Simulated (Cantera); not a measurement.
Low-pressure radical oxidation in H2/O2

A perfectly stirred reactor is fed with 21.3 % H2, 78.7 % O2, equivalence ratio 0.14, at 28.5 Torr; it is held at 1473 K, and followed from long to short residence time.

Computed with Cantera and the H2/O2 subset of GRI-Mech 3.0, which has no nitrogen chemistry. Radical loss at walls, strong at low pressure, is not modelled. The temperature is held fixed by assumption; the heat of reaction is taken as removed at once.

| τ (s) | x H2 | x O2 | x H2O | x H | x H2O2 | x O |
|---|---|---|---|---|---|---|
| 17 | 4.14e-5 | 0.761 | 0.237 | 6.73e-6 | 3.84e-8 | 0.000225 |
| 3.0 | 0.000132 | 0.760 | 0.236 | 3.96e-5 | 7.74e-8 | 0.000732 |
| 0.51 | 0.000428 | 0.758 | 0.235 | 0.000238 | 1.47e-7 | 0.00243 |
| 0.088 | 0.00134 | 0.752 | 0.230 | 0.00137 | 2.58e-7 | 0.00776 |
| 0.015 | 0.00391 | 0.734 | 0.219 | 0.00722 | 4.03e-7 | 0.0234 |
| 0.0026 | 0.00931 | 0.697 | 0.192 | 0.0272 | 4.97e-7 | 0.0559 |
| 0.00046 | 0.0177 | 0.668 | 0.162 | 0.0506 | 5.17e-7 | 0.0796 |
x: mole fraction; the columns are a selection and need not sum to one.
